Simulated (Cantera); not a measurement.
Feed: 1 mol HF, 0.64 mol O2, equilibrated at 3150 K and 13.3 mbar.

Cantera equilibrium calculation (NASA polynomials, part measured and part estimated; ideal gas, pure solids and liquids). Candidate condensed phases: H2O; 22 gas species. Kinetics and transport are ignored.

Q: What is the equilibrium state?

A: 
- x(O) = 0.401
- x(HF) = 0.307
- x(F) = 0.116
- x(H) = 0.0959
- x(O2) = 0.0628
- x(OH) = 0.0142
- x(H2) = 0.00204
- x(H2O) = 0.000815
- x(FO) = 2.82e-6
- gas amount = 2.363 mol
